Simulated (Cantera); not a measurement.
An isothermal, constant-pressure homogeneous reactor starts with 0.961 % H2, 99.0 % O2, equivalence ratio 0.0049, at 1275 K and 0.0267 bar.

Cantera simulation using GRI-Mech 3.0 (53 species, 325 reactions); the numbers are that mechanism's predictions, not measurements. Radical loss at walls, strong at low pressure, is not modelled.

x: mole fraction; the columns are a selection and need not sum to one.

```csv
t (s),x H2,x O2,x HO2,x H,x OH
0.000300,0.00961,0.990,2.00e-8,4.93e-9,3.14e-8
0.000911,0.00961,0.990,6.35e-8,8.45e-8,6.42e-7
0.00277,0.00642,0.987,1.87e-6,0.000239,0.00131
0.00840,3.65e-5,0.982,1.24e-6,0.000304,0.000910
0.0255,2.88e-5,0.984,1.11e-6,0.000212,0.000811
0.0775,1.61e-5,0.987,8.22e-7,8.71e-5,0.000607
0.235,5.06e-6,0.989,4.29e-7,1.52e-5,0.000342
0.714,[?],0.990,[?],[?],[?]
2.17,1.53e-7,0.990,3.62e-8,8.07e-8,6.00e-5
6.59,2.77e-8,0.990,1.16e-8,6.25e-9,2.56e-5
20.0,[?],0.990,[?],7.52e-10,[?]
```

**Question.** Fill in the missing entries.

**Answer.** 
- 0.714, x H2: 9.58e-7
- 0.714, x HO2: 1.44e-7
- 0.714, x H: 1.25e-6
- 0.714, x OH: 0.000149
- 20.0, x H2: 6.71e-9
- 20.0, x HO2: 9.77e-9
- 20.0, x OH: 1.26e-5
